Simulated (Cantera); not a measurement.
An adiabatic, constant-pressure homogeneous reactor starts with 40.4 % H2, 12.5 % O2, 47.1 % N2, equivalence ratio 1.6, at 1248 K and 0.217 atm.

Cantera simulation using the H2/O2 subset of GRI-Mech 3.0, which has no nitrogen chemistry; the numbers are that mechanism's predictions, not measurements.

Predict: time of steepest temperature rise; temperature at 3.00 s; equilibrium temperature; x(H2) at 3.00 s; x(O2) at 3.00 s; x(O) at 3.00 s; x(HO2) at 3.00 s; x(H) at 3.00 s; x(H2O) at 3.00 s.


* **time of steepest temperature rise**: 0.166 ms
* **temperature at 3.00 s**: 2644 K
* **equilibrium temperature**: 2644 K
* **x(H2) at 3.00 s**: 0.163 (gas-phase equilibrium 0.163)
* **x(O2) at 3.00 s**: 0.00151 (gas-phase equilibrium 0.00151)
* **x(O) at 3.00 s**: 0.00236 (gas-phase equilibrium 0.00236)
* **x(HO2) at 3.00 s**: 5.51e-7 (gas-phase equilibrium 5.51e-7)
* **x(H) at 3.00 s**: 0.0397 (gas-phase equilibrium 0.0397)
* **x(H2O) at 3.00 s**: 0.257 (gas-phase equilibrium 0.257)
